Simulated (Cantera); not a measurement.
An isothermal, constant-pressure homogeneous reactor starts with 24.4 % C₃H₈, 75.6 % H₂, at 1950 K and 0.240 Torr.

Model: GRI-Mech 3.0 (53 species, 325 reactions), integrated in Cantera. GRI-Mech 3.0 was tuned for natural gas; its chemistry of propane as a main component is partial and can be far from experiment. GRI-Mech 3.0 stops at C3 and has no aromatics, soot or wall deposition, so with more carbon than oxygen in the feed, carbon stays in small species such as C2H2 where larger ones or solid carbon would form. Radical loss at walls, strong at low pressure, is not modelled.

One state of this run: x C₃H₈ = 1.66e-10; x H₂ = 0.770; x CH₄ = 0.0184; x H = 0.00509; x C₂H₂ = 0.204. x: mole fraction; the columns are a selection and need not sum to one.

### Question
Which value of t (s) does it belong to?
A) 0.000177
B) 1.35
C) 3.99e-5
D) 0.305

### Answer
B, 1.35
